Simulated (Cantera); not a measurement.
**n-butane + H2O (carbon deposition, reforming and gasification)**

Charge: 1 mol n-butane, 0.056 mol H2O, at 2250 K and 0.100 bar.

Method: chemical equilibrium by Gibbs-energy minimisation in Cantera with the NASA 1993 tables (ideal gas, pure condensed phases). Candidate condensed phases: C, C6H6, C7H8, C8H18, H2O; 110 gas species. Kinetics and transport are ignored.

- x(H2): 0.963
- x(H): 0.0230
- x(CO): 0.0108
- x(C2H2 (acetylene)): 0.00322
- x(CH4): 2.19e-5
- x(CH3): 9.96e-6
- x(C4H2): 4.41e-6
- x(C2H): 3.06e-6
- n(C(graphite)): 3.91 mol
- gas amount: 5.171 mol
